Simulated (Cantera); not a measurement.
Low-pressure radical oxidation in H2/O2

A perfectly stirred reactor is fed with 6.06 % H₂, 93.9 % O₂, at 10.00 Torr; it is held at 1300 K, and followed from long to short residence time.

Cantera simulation using GRI-Mech 3.0 (53 species, 325 reactions); the numbers are that mechanism's predictions, not measurements. Radical loss at walls, strong at low pressure, is not modelled. The temperature is held fixed by assumption; the heat of reaction is taken as removed at once.

```json
[
 {"τ (s)": "0.62", "x H₂": "0.000263", "x O₂": "0.930", "x OH": "0.00223", "x H₂O": "0.0606", "x HO₂": "1.57e-6", "x H₂O₂": "6.36e-8"},
 {"τ (s)": "0.34", "x H₂": "0.000374", "x O₂": "0.928", "x OH": "0.00267", "x H₂O": "0.0600", "x HO₂": "1.85e-6", "x H₂O₂": "7.12e-8"},
 {"τ (s)": "0.19", "x H₂": "0.000519", "x O₂": "0.924", "x OH": "0.00314", "x H₂O": "0.0592", "x HO₂": "2.12e-6", "x H₂O₂": "7.80e-8"},
 {"τ (s)": "0.10", "x H₂": "0.000730", "x O₂": "0.919", "x OH": "0.00369", "x H₂O": "0.0580", "x HO₂": "2.39e-6", "x H₂O₂": "8.44e-8"},
 {"τ (s)": "0.057", "x H₂": "0.000967", "x O₂": "0.914", "x OH": "0.00419", "x H₂O": "0.0567", "x HO₂": "2.60e-6", "x H₂O₂": "8.90e-8"},
 {"τ (s)": "0.032", "x H₂": "0.00127", "x O₂": "0.908", "x OH": "0.00468", "x H₂O": "0.0553", "x HO₂": "2.77e-6", "x H₂O₂": "9.32e-8"},
 {"τ (s)": "0.017", "x H₂": "0.00172", "x O₂": "0.903", "x OH": "0.00519", "x H₂O": "0.0535", "x HO₂": "2.91e-6", "x H₂O₂": "9.81e-8"},
 {"τ (s)": "0.0096", "x H₂": "0.00229", "x O₂": "0.900", "x OH": "0.00565", "x H₂O": "0.0519", "x HO₂": "3.02e-6", "x H₂O₂": "1.04e-7"},
 {"τ (s)": "0.0053", "x H₂": "0.00321", "x O₂": "0.898", "x OH": "0.00616", "x H₂O": "0.0500", "x HO₂": "3.10e-6", "x H₂O₂": "1.14e-7"},
 {"τ (s)": "0.0029", "x H₂": "0.00475", "x O₂": "0.897", "x OH": "0.00676", "x H₂O": "0.0476", "x HO₂": "3.18e-6", "x H₂O₂": "1.29e-7"}
]
```
x: mole fraction; the columns are a selection and need not sum to one.
